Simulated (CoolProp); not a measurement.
Vapour-liquid equilibrium of R143a (1) + isobutene (2) at 230.9 K; x and y are mole fractions of (1).

Values from CoolProp's multi-fluid Helmholtz-energy mixture model, Lemmon and Jacobsen 2000 and Lemmon 2005; pair parameters Bell 2016.

| x | bubble pressure, mixture model (kPa) | bubble pressure, Raoult's law (kPa) | y, mixture model | y, Raoult's law |
|---|---|---|---|---|
| 0.05 | ? | 25.31 | ? | 0.252 |
| 0.15 | 62.90 | 36.08 | 0.715 | 0.531 |
| 0.25 | ? | 46.85 | 0.784 | 0.681 |
| 0.35 | ? | 57.62 | 0.819 | 0.775 |
| 0.45 | 94.77 | 68.39 | 0.843 | 0.840 |
| 0.55 | 100.7 | 79.16 | 0.864 | 0.887 |
| 0.65 | 106.2 | 89.93 | 0.884 | 0.922 |
| 0.75 | ? | 100.7 | 0.908 | 0.951 |
| 0.85 | 118.0 | 111.5 | 0.937 | 0.973 |
| 0.95 | 124.4 | 122.2 | ? | 0.992 |

Problem. Complete the blanks.

Solution. 
- 0.05, bubble pressure, mixture model (kPa): 38.16
- 0.05, y, mixture model: 0.496
- 0.25, bubble pressure, mixture model (kPa): 77.92
- 0.35, bubble pressure, mixture model (kPa): 87.68
- 0.75, bubble pressure, mixture model (kPa): 111.9
- 0.95, y, mixture model: 0.976

The largest gap from Raoult's law is +74.3 % in bubble pressure, at x = 0.15. No azeotrope shows between x = 0.05 and 0.95.

Pair parameters are fitted to limited data, so mixtures are less certain than the pure fluids. With so large a gap from Raoult's law the liquid may split in two, which this calculation doesn't test in full.
